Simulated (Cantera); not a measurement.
Input: 1 mol C, 0.042 mol O2, held at 37.0 Pa.

These are equilibrium values from Cantera (NASA tables, ideal gas, pure condensed phases), not measurements of a reactor. Candidate condensed phases: C; 12 gas species. Kinetics and transport are ignored. All values below are at 625 °C.

Base state: CO 0.998, CO2 0.00216 (mole fractions); condensed: C(graphite).

Task: What changes in the equilibrium state with this change: pressure from 37.0 Pa to 0.100 bar?

Result: 
```
species            before  after
----------------  -------  -----
CO                  0.998  0.707
CO2               0.00216  0.293
C(graphite), mol    0.916  0.935
```
